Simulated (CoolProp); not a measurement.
CH2F2 (R32) along the isotherm 435 K: Z from the reference equation and from simpler models built on Tc = 351.3 K, pc = 5.783 MPa, ω = 0.277; each cubic takes its own stable root.

Model: reference Helmholtz-energy equation of state, Tillner-Roth 1997, in CoolProp.

```tsv
p (MPa)	phase	reference
0.183	gas	0.9944
0.285	gas	0.9912
0.443	gas	0.9863
0.69	gas	0.9787
1.07	gas	0.9669
1.67	gas	0.9481
2.61	gas	0.9183
4.06	gas	0.8718
6.32	supercritical	0.7983
9.84	supercritical	0.6874
15.3	supercritical	0.5721
23.9	supercritical	0.5840
37.1	supercritical	0.7266
57.8	supercritical	0.9789
```

**Question.** How far does each simpler model (van der Waals, Redlich-Kwong, Soave-Redlich-Kwong, Peng-Robinson) lie from the reference over these 14 states: mean and median of the absolute difference, and the worst?

**Answer.** 
- van der Waals: mean 9.2 %, median 0.4 %, worst +46.9 % at 435 K and 57.8 MPa
- Redlich-Kwong: mean 4.4 %, median 0.3 %, worst +18.8 % at 435 K and 57.8 MPa
- Soave-Redlich-Kwong: mean 8.1 %, median 1.7 %, worst +26.5 % at 435 K and 23.9 MPa
- Peng-Robinson: mean 4.4 %, median 0.2 %, worst +17.2 % at 435 K and 23.9 MPa
